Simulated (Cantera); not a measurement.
Input: 1 mol CaO, a varied amount of NF3, 28 mol H2, equilibrated at 902 °C and 10.0 mbar.

Cantera equilibrium calculation (NASA polynomials, part measured and part estimated; ideal gas, pure solids and liquids). Candidate condensed phases: Ca, CaF2, CaO, Ca(OH)2, H2O; 47 gas species. Equilibrium is a limit: real reactors are often held back by kinetics, nucleation or transport.

x: gas mole fraction; n: condensed amount in mol.

```json
[
 {"n(NF3) (mol)": "1.9", "x HF": "0.120", "x H2": "0.817", "x N2": "0.0308", "x H2O": "0.0325", "x H": "1.11e-6", "n CaF2(s)": "1.000"},
 {"n(NF3) (mol)": "2.5", "x HF": "0.172", "x H2": "0.758", "x N2": "0.0391", "x H2O": "0.0312", "x H": "1.07e-6", "n CaF2(s)": "1.000"},
 {"n(NF3) (mol)": "3.4", "x HF": "0.243", "x H2": "0.678", "x N2": "0.0503", "x H2O": "0.0296", "x H": "1.01e-6", "n CaF2(s)": "1.000"},
 {"n(NF3) (mol)": "4.4", "x HF": "0.313", "x H2": "0.598", "x N2": "0.0615", "x H2O": "0.0279", "x H": "9.48e-7", "n CaF2(s)": "1.000"},
 {"n(NF3) (mol)": "5.9", "x HF": "0.405", "x H2": "0.494", "x N2": "0.0760", "x H2O": "0.0258", "x H": "8.61e-7", "n CaF2(s)": "1.000"},
 {"n(NF3) (mol)": "7.8", "x HF": "___", "x H2": "___", "x N2": "___", "x H2O": "___", "x H": "___", "n CaF2(s)": "1.000"},
 {"n(NF3) (mol)": "10", "x HF": "0.596", "x H2": "0.277", "x N2": "0.106", "x H2O": "0.0213", "x H": "6.45e-7", "n CaF2(s)": "1.000"},
 {"n(NF3) (mol)": "14", "x HF": "___", "x H2": "___", "x N2": "___", "x H2O": "___", "x H": "___", "n CaF2(s)": "1.000"},
 {"n(NF3) (mol)": "18", "x HF": "0.825", "x H2": "0.0159", "x N2": "0.143", "x H2O": "0.0159", "x H": "1.54e-7", "n CaF2(s)": "1.000"}
]
```

Task: Fill in the missing entries.

Result: 
- 7.8, x HF: 0.502
- 7.8, x H2: 0.383
- 7.8, x N2: 0.0915
- 7.8, x H2O: 0.0235
- 7.8, x H: 7.58e-7
- 14, x HF: 0.727
- 14, x H2: 0.127
- 14, x N2: 0.127
- 14, x H2O: 0.0182
- 14, x H: 4.37e-7
